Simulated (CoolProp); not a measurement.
Properties of chlorine along the isotherm 45.35 °C.

Computed with CoolProp (reference Helmholtz-energy equation of state, Thol 2021).

```
p (MPa)   phase  density (kg/m³)
-------  ------  ---------------
0.0363      gas           0.9755
0.0612      gas            1.649
0.103       gas            2.787
0.174       gas            4.742
0.294       gas            8.116
0.496       gas            14.01
0.837       gas            24.66
1.41     liquid             1328
2.39     liquid             1331
4.03     liquid             1338
6.79     liquid             1348
11.5     liquid             1363
```
